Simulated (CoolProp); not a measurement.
A simple Rankine cycle with R114: condensing at 332.15 K, boiler at 2.79 MPa, turbine inlet 411.8 K, turbine efficiency 0.85, pump efficiency 0.7, no recuperator. Each further row changes one setting.

Values from CoolProp's reference Helmholtz-energy equation of state, Platzer 1990. This equation is an older, rougher fit; its heat capacities, sound speeds and derivatives of the liquid may be far off and weren't checked against measurements.

```tsv
case	thermal efficiency (%)	net work (kJ/kg)	heat in (kJ/kg)	turbine exit temperature (K)	volume ratio over the turbine
as stated	11.0	15.8	143	349.9	7.16
turbine inlet 431.8 K	11.2	19.0	169	378.9	5.98
condensing temperature 324.15 K	12.1	18.3	151	344.8	8.88
boiler pressure 1.95 MPa	9.4	15.2	162	373.9	3.88
turbine efficiency 0.75	9.5	13.6	143	352.6	7.25
```
